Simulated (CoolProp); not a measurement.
CH3F (R41) at several states: density (kg/m³) from the reference equation and from simpler models built on Tc = 317.3 K, pc = 5906 kPa, ω = 0.200; each cubic takes its own stable root.

The numbers come from the reference Helmholtz-energy equation of state, Lemmon 2006 in CoolProp. It is a short technical equation, of lower accuracy than the large ones.

```json
[
 {"T (K)": "211.5", "p (kPa)": "16.9", "phase": "gas", "reference": "0.3287"},
 {"T (K)": "260.1", "p (kPa)": "118", "phase": "gas", "reference": "1.886"},
 {"T (K)": "218.7", "p (kPa)": "61.2", "phase": "gas", "reference": "1.163"},
 {"T (K)": "170.2", "p (kPa)": "24700", "phase": "liquid", "reference": "953.4"},
 {"T (K)": "297.9", "p (kPa)": "3180", "phase": "gas", "reference": "65.22"}
]
```

Problem. How far does each simpler model (van der Waals, Redlich-Kwong, Peng-Robinson) lie from the reference over these 5 states: mean and median of the absolute difference, and the worst?

Solution. 
- van der Waals: mean 12.1 %, median 0.8 %, worst -45.9 % at 170.2 K and 24700 kPa
- Redlich-Kwong: mean 6.1 %, median 0.5 %, worst -21.8 % at 170.2 K and 24700 kPa
- Peng-Robinson: mean 3.1 %, median 0.3 %, worst -11.2 % at 170.2 K and 24700 kPa
